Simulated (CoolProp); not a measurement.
Vapour-liquid equilibrium of m-xylene (1) + n-undecane (2) at 0.00264 MPa; x and y are mole fractions of (1).

Values from CoolProp's multi-fluid Helmholtz-energy mixture model, Zhou 2012 and Aleksandrov 2011; pair parameters Bell 2016.

| x | bubble temperature (K) | y at the bubble point | dew temperature at overall composition x (K) | liquid density (mol/L) |
|---|---|---|---|---|
| 0.05 | 355.2 | 0.304 | 360.8 | 4.535 |
| 0.125 | 347.6 | 0.563 | 359.3 | 4.735 |
| 0.2 | 341.7 | 0.707 | 357.7 | 4.939 |
| 0.275 | 337.0 | 0.795 | 356.0 | [?] |
| 0.35 | 333.1 | 0.853 | [?] | 5.369 |
| 0.425 | 329.8 | 0.893 | 352.0 | [?] |
| 0.5 | 326.9 | 0.922 | 349.8 | 5.844 |
| 0.575 | 324.3 | 0.943 | 347.2 | 6.104 |
| 0.65 | 322.0 | 0.960 | 344.3 | 6.380 |
| 0.725 | [?] | 0.972 | 340.9 | 6.676 |
| 0.8 | 318.1 | 0.982 | 336.7 | 6.994 |
| 0.875 | 316.4 | 0.990 | 331.4 | [?] |
| 0.95 | 314.9 | 0.997 | 323.4 | 7.707 |

Task: Some entries are withheld; supply them.

Result: 
- 0.275, liquid density (mol/L): 5.149
- 0.35, dew temperature at overall composition x (K): 354.1
- 0.425, liquid density (mol/L): 5.600
- 0.725, bubble temperature (K): 320.0
- 0.875, liquid density (mol/L): 7.336

No azeotrope shows between x = 0.05 and 0.95.

The pair parameters rest on a limited set of measurements; away from them the model extrapolates.
